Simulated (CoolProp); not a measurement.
Properties of ammonia along the isobar 0.439 MPa (Tc = 405.6 K, pc = 11.36 MPa, ω = 0.256).

Values from CoolProp's reference Helmholtz-energy equation of state, Gao 2020.

| T (K) | phase | density (kg/m³) | cv (kJ/(kg K)) |
|---|---|---|---|
| 268.3 | liquid | 645.2 | 2.844 |
| 285.8 | gas | 3.337 | ___ |
| 303.3 | gas | 3.102 | 1.792 |
| 320.7 | gas | ___ | 1.762 |
| 338.2 | gas | ___ | 1.755 |
| 355.7 | gas | 2.589 | 1.762 |
| 373.1 | gas | 2.458 | ___ |
| 390.6 | gas | 2.341 | 1.801 |
| 408.1 | gas | 2.235 | 1.827 |
| 425.6 | gas | 2.139 | 1.855 |
| 443 | gas | 2.051 | ___ |
| 460.5 | gas | 1.970 | 1.914 |
| 478 | gas | 1.896 | 1.944 |
| 495.5 | gas | 1.827 | ___ |
| 512.9 | gas | 1.764 | 2.006 |
| 530.4 | gas | 1.704 | 2.037 |

Q: Some entries are withheld; supply them.

A: 
- 285.8, cv (kJ/(kg K)): 1.858
- 320.7, density (kg/m³): 2.906
- 338.2, density (kg/m³): 2.737
- 373.1, cv (kJ/(kg K)): 1.779
- 443, cv (kJ/(kg K)): 1.884
- 495.5, cv (kJ/(kg K)): 1.975
